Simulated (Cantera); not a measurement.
A closed system holds: 1 mol Pb, 0.016 mol H₂S, 170 mol H₂, held at 1625 K and 10.0 mbar.

Equilibrium computed with Cantera from the NASA thermochemical tables; the gas is ideal and each condensed phase is pure. Candidate condensed phases: Pb, PbS, S; 10 gas species. The numbers say what is thermodynamically allowed, not how fast it happens.

Base state: H₂ 0.993, Pb 0.00583, H 0.000703, H₂S 6.52e-5, PbS 1.96e-5 (mole fractions); condensed: gas only.

What changes in the equilibrium state with this change: temperature from 1625 K to 698.15 K?


| species | before | after |
|---|---|---|
| H₂ | 0.993 | 1.000 |
| H₂S | 6.52e-5 | 9.41e-5 |
| Pb | 0.00583 | 1.02e-7 |
| H | 0.000703 | <1e-9 |
| PbS | 1.96e-5 | 2.33e-8 |
| Pb(l), mol | 0 | 1.000 |
